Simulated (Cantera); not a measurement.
**Thermodynamics of silicon etching in halogen gases, feed Si + HCl + N2**

Feed: 1 mol Si, 8.4 mol HCl, 0.37 mol N2, at 1.00 bar.

Method: chemical equilibrium by Gibbs-energy minimisation in Cantera with the NASA 1993 tables (ideal gas, pure condensed phases). Candidate condensed phases: NH4Cl, Si, Si3N4; 28 gas species. The tables' values for SiCl3 are old estimates; treat these amounts as uncertain. The numbers say what is thermodynamically allowed, not how fast it happens.

```csv
T (K),x HCl,x H2,x SiCl4,x N2,x SiCl3,x SiHCl3
873,0.566,0.257,0.129,0.0476,6.58e-7,0.000125
923,0.567,0.257,0.128,0.0476,2.44e-6,0.000208
973,0.567,0.257,0.128,0.0476,7.86e-6,0.000327
1023,0.567,0.257,0.128,0.0476,2.25e-5,0.000492
1073,0.567,0.257,0.128,0.0476,5.84e-5,0.000709
1123,0.567,0.256,0.128,0.0476,0.000138,0.000988
1173,0.568,0.256,0.127,0.0476,0.000304,0.00133
1223,0.569,0.255,0.126,0.0476,0.000623,0.00175
1273,0.569,0.254,0.125,0.0476,0.00120,0.00223
1323,0.571,0.253,0.123,0.0476,0.00218,0.00277
1373,0.573,0.251,0.121,0.0475,0.00374,0.00335
1423,0.576,0.248,0.117,0.0474,0.00607,0.00391
```
x: gas mole fraction; nothing condenses.

From 873 K to 1423 K nothing is condensed. The main Si-bearing gas is SiCl4 throughout.
